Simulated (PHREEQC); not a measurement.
1 kg of water holding 0.036 mol/kgw NaCl, 0.17 mol/kgw Na2SO4 and 0.06 mol/kgw NaOH is evaporated at 60 °C; the solids stay in contact with the brine. The system is closed to CO2. The run lets Halite, Mirabilite, Thenardite precipitate or redissolve, and no other solid.

The series has 27 steps of water left (kg), from 1 to 0.006093.

Model: Pitzer model, pitzer.dat, run in PHREEQC.

Q: Which solids form, in which order, and at which step of the series does each first stand?

A: Thenardite from water left = 0.06418 kg (pH 12.83); Halite from water left = 0.007426 kg (pH 14.47).

Complexes and solids missing from the database can't appear. Away from 25 °C the constants follow the database's enthalpies or fits; those with neither stay at their 25 °C values.
